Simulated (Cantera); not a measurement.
A perfectly stirred reactor is fed with CH₄ : CO : O₂ : N₂ = 1 : 0.25 : 2.8 : 10.5 (molar parts), equivalence ratio 0.76, at 90000 Pa; it is adiabatic with a 375 K inlet, and is followed from long to short residence time, starting on the burning branch (τ in s: 0.33, 0.13, 0.049, 0.019, 0.0072, 0.0028, 0.0011, 0.00041, 0.00016, 6.1e-05, 2.3e-05, 8.9e-06).

Detailed kinetics in Cantera: GRI-Mech 3.0 (53 species, 325 reactions).

**Question.** What does this change do: inlet temperature 375 to 525 K?

**Answer.** 
```json
[
 {"quantity": "blow-out, bracketed by the residence times tried", "before": "burning at 0.160 ms, out at 61.0 µs", "after": "burning at 0.160 ms, out at 61.0 µs"},
 {"quantity": "x(CH₄) at τ = 0.330 s", "before": "2.11e-6", "after": "1.27e-6"},
 {"quantity": "x(CO) at τ = 0.330 s", "before": "0.000862", "after": "0.00155"},
 {"quantity": "x(O₂) at τ = 0.330 s", "before": "0.0465", "after": "0.0461"},
 {"quantity": "x(OH) at τ = 0.330 s", "before": "0.00205", "after": "0.00300"},
 {"quantity": "x(CO₂) at τ = 0.330 s", "before": "0.0857", "after": "0.0849"},
 {"quantity": "x(CH₄) at τ = 1.10 ms", "before": "0.000128", "after": "9.75e-5"},
 {"quantity": "x(CO) at τ = 1.10 ms", "before": "0.0122", "after": "0.0133"},
 {"quantity": "x(O₂) at τ = 1.10 ms", "before": "0.0520", "after": "0.0521"},
 {"quantity": "x(OH) at τ = 1.10 ms", "before": "0.00617", "after": "0.00743"},
 {"quantity": "x(CO₂) at τ = 1.10 ms", "before": "0.0731", "after": "0.0720"}
]
```

**Question.** What does this change do: N2 10.5 to 16 parts?

**Answer.** 
```json
[
 {"quantity": "blow-out, bracketed by the residence times tried", "before": "burning at 0.160 ms, out at 61.0 µs", "after": "burning at 1.10 ms, out at 0.410 ms"},
 {"quantity": "x(CH₄) at τ = 0.330 s", "before": "2.11e-6", "after": "7.39e-6"},
 {"quantity": "x(CO) at τ = 0.330 s", "before": "0.000862", "after": "0.000297"},
 {"quantity": "x(O₂) at τ = 0.330 s", "before": "0.0465", "after": "0.0339"},
 {"quantity": "x(OH) at τ = 0.330 s", "before": "0.00205", "after": "0.000569"},
 {"quantity": "x(CO₂) at τ = 0.330 s", "before": "0.0857", "after": "0.0624"},
 {"quantity": "x(CH₄) at τ = 1.10 ms", "before": "0.000128", "after": "0.000417"},
 {"quantity": "x(CO) at τ = 1.10 ms", "before": "0.0122", "after": "0.0111"},
 {"quantity": "x(O₂) at τ = 1.10 ms", "before": "0.0520", "after": "0.0405"},
 {"quantity": "x(OH) at τ = 1.10 ms", "before": "0.00617", "after": "0.00195"},
 {"quantity": "x(CO₂) at τ = 1.10 ms", "before": "0.0731", "after": "0.0505"}
]
```

**Question.** What does this change do: inlet temperature 375 to 548 K?

**Answer.** 
| quantity | before | after |
|---|---|---|
| blow-out, bracketed by the residence times tried | burning at 0.160 ms, out at 61.0 µs | burning at 0.160 ms, out at 61.0 µs |
| x(CH₄) at τ = 0.330 s | 2.11e-6 | 1.17e-6 |
| x(CO) at τ = 0.330 s | 0.000862 | 0.00170 |
| x(O₂) at τ = 0.330 s | 0.0465 | 0.0460 |
| x(OH) at τ = 0.330 s | 0.00205 | 0.00318 |
| x(CO₂) at τ = 0.330 s | 0.0857 | 0.0848 |
| x(CH₄) at τ = 1.10 ms | 0.000128 | 9.37e-5 |
| x(CO) at τ = 1.10 ms | 0.0122 | 0.0135 |
| x(O₂) at τ = 1.10 ms | 0.0520 | 0.0521 |
| x(OH) at τ = 1.10 ms | 0.00617 | 0.00763 |
| x(CO₂) at τ = 1.10 ms | 0.0731 | 0.0718 |
